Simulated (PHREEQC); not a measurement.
Consider water at 20 °C with 0.0015 mol TMAH, 0.0003 mol H4SiO4 and 6.2e-05 mol K2CO3 per kg of water. Closed to the air; pH follows from the charge balance.

Computed with PHREEQC (ion-association model, phreeqc.dat).

No solid was allowed to form.

**Question.** What pH does the model give?

**Answer.** pH 11.23.

**Question.** In which forms is Si present?

**Answer.** H3SiO4- 95 %, H4SiO4 4.3 %, H2SiO4-2 0.9 % of the Si.

Species that the database lacks are ignored. (CH3)4N+ isn't in the database: it is added as a free cation with an ion size of 4 Å.
